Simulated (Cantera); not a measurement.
A closed system holds: 1 mol Al(CH₃)₃, 8.8 mol H₂O, 1.7 mol H₂, held at 675 °C and 21.0 mbar.

Equilibrium computed with Cantera from the NASA thermochemical tables; the gas is ideal and each condensed phase is pure. Candidate condensed phases: Al, Al₂O₃, C, C₆H₆, C₇H₈, C₈H₁₈, H₂O; 121 gas species. The feed counts by its element totals alone. Rates play no part.

Base state: H₂ 0.651, H₂O 0.183, CO 0.111, CO₂ 0.0561, CH₄ 1.22e-5 (mole fractions); condensed: Al₂O₃(s).

What changes in the equilibrium state with this change: H₂ from 1.7 to 35 mol?


| species | before | after |
|---|---|---|
| H₂ | 0.651 | 0.866 |
| H₂O | 0.183 | 0.0759 |
| CO | 0.111 | 0.0505 |
| CO₂ | 0.0561 | 0.00800 |
| CH₄ | 1.22e-5 | 3.16e-5 |
| Al₂O₃(s), mol | 0.500 | 0.500 |

What changes in the equilibrium state with this change: Al(CH₃)₃ replaced by AlCl₃?


```csv
species,before,after
H₂O,0.183,0.608
HCl,0,0.250
H₂,0.651,0.142
CO,0.111,0
CO₂,0.0561,0
CH₄,1.22e-5,0
"Al₂O₃(s), mol",0.500,0.500
```
Condensed phases not in the tables: AlOCl. Further candidate phases: AlCl₃.
